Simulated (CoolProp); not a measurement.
n-hexane at 298.15 K and 0.94 MPa flows at 4.2 m/s in a round tube of 50 mm bore and 15 µm roughness, fully developed (64/Re and Nu = 3.66 if laminar; Colebrook and Gnielinski if turbulent). Each further row changes one setting.

Values from CoolProp's reference Helmholtz-energy equation of state, Thol 2019.

```csv
case,Reynolds number,Darcy friction factor,pressure drop (Pa/m),heat-transfer coefficient (W/(m² K)),mass flow (kg/h)
as stated,458000,0.0164,1890,5670,19500
velocity 8.4 m/s,916000,0.0157,7280,11000,38900
diameter 100 mm,916000,0.0142,821,5120,77900
```

Viscosity comes from a separate model (Michailidou 2013). Thermal conductivity comes from a separate model (Assael 2013).
